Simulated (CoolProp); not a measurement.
Properties of R1233zd(E) along the isobar 101 kPa.

Computed with CoolProp (reference Helmholtz-energy equation of state, Akasaka 2022).

| T (K) | phase | density (kg/m³) | isothermal compressibility (1/MPa) | fugacity coefficient |
|---|---|---|---|---|
| 376.2 | gas | 4.287 | 10.08 | 0.9832 |
| 381.1 | gas | 4.229 | 10.07 | 0.9839 |
| 386 | gas | 4.172 | 10.06 | 0.9845 |
| 390.9 | gas | 4.117 | 10.05 | 0.9852 |
| 395.9 | gas | 4.062 | 10.05 | 0.9858 |
| 400.8 | gas | 4.010 | 10.04 | 0.9864 |
| 405.7 | gas | 3.960 | 10.03 | 0.9869 |
| 410.6 | gas | 3.910 | 10.03 | 0.9874 |
| 415.5 | gas | 3.862 | 10.02 | 0.9879 |
| 420.5 | gas | 3.814 | 10.02 | 0.9884 |
| 425.4 | gas | 3.769 | 10.01 | 0.9889 |
| 430.3 | gas | 3.724 | 10.01 | 0.9893 |
| 435.2 | gas | 3.681 | 10.01 | 0.9897 |
| 440.2 | gas | 3.637 | 10.00 | 0.9901 |
| 445.1 | gas | 3.596 | 9.998 | 0.9905 |
| 450 | gas | 3.556 | 9.994 | 0.9908 |
